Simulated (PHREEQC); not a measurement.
Dissolve 0.00097 mol NaHSO4, 0.041 mol NH3 and 0.00015 mol KCl per kg of water at 15 °C. Closed to the air; pH follows from the charge balance.

Model: ion-association model, phreeqc.dat, run in PHREEQC.

```json
[
 {"quantity": "pH", "before": "11.02", "after": "11.02"},
 {"quantity": "ionic strength (mol/kgw)", "before": "0.00353", "after": "0.00488"},
 {"quantity": "NH3 (mol/kgw)", "before": "0.0395", "after": "0.0395"},
 {"quantity": "NH4SO4- (mol/kgw)", "before": "1.40e-5", "after": "1.34e-5"},
 {"quantity": "NaSO4- (mol/kgw)", "before": "3.36e-6", "after": "3.21e-6"}
]
```

Task: What was changed between the two runs?
A) KCl from 0.00015 to 1.5e-05 mol/kgw
B) NaHSO4 from 0.00097 to 0.000485 mol/kgw
C) diluted 100-fold with water
D) KCl from 0.00015 to 0.0015 mol/kgw
E) diluted 10-fold with water

Result: D, KCl from 0.00015 to 0.0015 mol/kgw

No solid was allowed to form.
